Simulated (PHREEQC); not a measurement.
Dissolve 0.2 mol CaCl2, 4.9e-05 mol CO2 and 0.62 mol NaCl per kg of water at 25 °C. Closed to the air; pH follows from the charge balance.

All values are PHREEQC results (ion-association model, phreeqc.dat), not measurements.

The pH comes out as 5.17, the ionic strength comes out as 1.22 mol/kgw and the activity of water comes out as 0.969. The density is 1.039 g/cm³.

```tsv
species	molality	activity	log γ
Cl-	1.02	0.611	-0.222
Na+	0.620	0.463	-0.127
Ca+2	0.200	0.0503	-0.599
CO2	3.99e-5	5.28e-5	0.122
H+	9.15e-6	6.75e-6	-0.132
HCO3-	5.22e-6	3.37e-6	-0.190
CaHCO3+	3.25e-6	2.16e-6	-0.177
NaHCO3	6.62e-7	8.77e-7	0.122
OH-	2.57e-9	1.45e-9	-0.248
```

Precipitation was switched off in this run. Ionic strength above about 0.7 mol/kgw puts this run outside the model's range. Species that the database lacks are ignored.
